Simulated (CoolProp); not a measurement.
Values from CoolProp's reference Helmholtz-energy equation of state, Lemmon 2006. It is a short technical equation, of lower accuracy than the large ones.

Task: Give the vapour pressure (kPa), enthalpy of vaporisation (kJ/kg), vapour Z of saturated CH3F (R41) at -85.45, -4.85 °C.

Result: 
```
T (°C)  p (kPa)  enthalpy of vaporisation (kJ/kg)  vapour Z
------  -------  --------------------------------  --------
-85.45     67.4                               497     0.967
-4.85      1780                               347     0.742
```
